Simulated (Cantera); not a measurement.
Mixture: CH4 : CO : O2 : N2 : H2O = 1 : 0.19 : 1.9 : 4.95 : 0.24 (molar parts), at 2100 Torr, adiabatic and at constant volume. Ignition delay is the time to a rise of 400 K.

Cantera simulation using GRI-Mech 3.0 (53 species, 325 reactions); the numbers are that mechanism's predictions, not measurements.

### Question
What does this change do: CH4 1 to 0.62 parts?

### Answer
```json
[
 {"quantity": "delay at 1250 K", "before": "8.26 ms", "after": "6.47 ms"},
 {"quantity": "delay at 1350 K", "before": "2.32 ms", "after": "1.82 ms"},
 {"quantity": "delay at 1450 K", "before": "0.735 ms", "after": "0.593 ms"},
 {"quantity": "delay at 1550 K", "before": "0.263 ms", "after": "0.222 ms"},
 {"quantity": "apparent activation energy between 1500 and 1600 K", "before": "190 kJ/mol", "after": "180 kJ/mol"}
]
```

### Question
What does this change do: constant pressure in place of constant volume?

### Answer
```tsv
quantity	before	after
delay at 1250 K	8.26 ms	8.80 ms
delay at 1350 K	2.32 ms	2.48 ms
delay at 1450 K	0.735 ms	0.788 ms
delay at 1550 K	0.263 ms	0.282 ms
apparent activation energy between 1500 and 1600 K	190 kJ/mol	190 kJ/mol
```

### Question
What does this change do: N2 4.95 to 8.7 parts?

### Answer
```tsv
quantity	before	after
delay at 1250 K	8.26 ms	13.2 ms
delay at 1350 K	2.32 ms	3.70 ms
delay at 1450 K	0.735 ms	1.15 ms
delay at 1550 K	0.263 ms	0.402 ms
apparent activation energy between 1500 and 1600 K	190 kJ/mol	200 kJ/mol
```
